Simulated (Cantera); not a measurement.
A freely propagating, adiabatic, planar premixed flame of 10.6 % CH₄, 15.2 % O₂, 57.1 % N₂, 17.0 % H₂O, unburnt at 550 K and 0.987 atm; mixture-averaged transport, grid criteria slope 0.08 and curve 0.16, no radiation.

Model: GRI-Mech 3.0 (53 species, 325 reactions), integrated in Cantera. Burning velocities carry a grid error of a few per cent, more on coarse grids.

Task: Predict: laminar burning velocity; thermal thickness; peak x(CH₂CO); peak x(CO); peak x(HO₂).

Result: 
```
Item                          Value
------------------------  ---------
laminar burning velocity  20.9 cm/s
thermal thickness           1.37 mm
peak x(CH₂CO)              0.000340
peak x(CO)                   0.0529
peak x(HO₂)                 5.16e-5
```
